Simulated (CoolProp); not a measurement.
Properties of fluoroethane (R161) along the isobar 5 MPa (Tc = 375.2 K, pc = 5.010 MPa, ω = 0.216).

The numbers come from the reference Helmholtz-energy equation of state, Wu 2012 in CoolProp.

| T (K) | phase | density (kg/m³) | cp (kJ/(kg K)) | speed of sound (m/s) | fugacity coefficient |
|---|---|---|---|---|---|
| 144.1 | liquid | 940.9 | 2.106 | 1678 | 1.370e-5 |
| 167.7 | liquid | 910.9 | 1.995 | 1535 | 0.0002350 |
| 191.2 | liquid | 881.2 | 1.926 | 1394 | 0.001780 |
| 214.7 | liquid | 851.1 | 1.912 | 1254 | 0.008029 |
| 238.2 | liquid | 819.8 | 1.953 | 1114 | 0.02543 |
| 261.8 | liquid | 785.8 | 2.036 | 971.7 | 0.06277 |
| 285.3 | liquid | 747.4 | 2.148 | 823.8 | 0.1280 |
| 308.8 | liquid | 702.1 | 2.287 | 668.3 | 0.2263 |
| 332.4 | liquid | 645.7 | 2.477 | 507.1 | 0.3581 |
| 355.9 | liquid | 568.2 | 2.917 | 341.0 | 0.5161 |
| 379.4 | gas | 161.2 | 6.290 | 169.6 | 0.6706 |
| 402.9 | gas | 109.0 | 2.622 | 210.0 | 0.7368 |
| 426.5 | gas | 91.37 | 2.207 | 233.0 | 0.7835 |
| 450 | gas | 80.78 | 2.073 | 250.6 | 0.8191 |
